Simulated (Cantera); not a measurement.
A freely propagating, adiabatic, planar premixed flame of 43.1 % H2, 12.0 % O2, 44.9 % N2, unburnt at 350 K and 4.30 bar; multicomponent+Soret transport, grid criteria slope 0.08 and curve 0.16, no radiation.

Cantera simulation using the H2/O2 subset of GRI-Mech 3.0, which has no nitrogen chemistry; the numbers are that mechanism's predictions, not measurements. The hydrogen kinetics of GRI-Mech 3.0 are dated; newer H2 mechanisms differ, most at raised pressure. Burning velocities carry a grid error of a few per cent, more on coarse grids.

### Question
Predict: laminar burning velocity; thermal thickness; peak x(HO2); peak x(OH); peak x(H).

### Answer
```json
{
 "laminar_burning_velocity": "358 cm/s",
 "thermal_thickness": "0.0525 mm",
 "peak x(HO2)": "0.00109",
 "peak x(OH)": "0.00455",
 "peak x(H)": "0.0460"
}
```
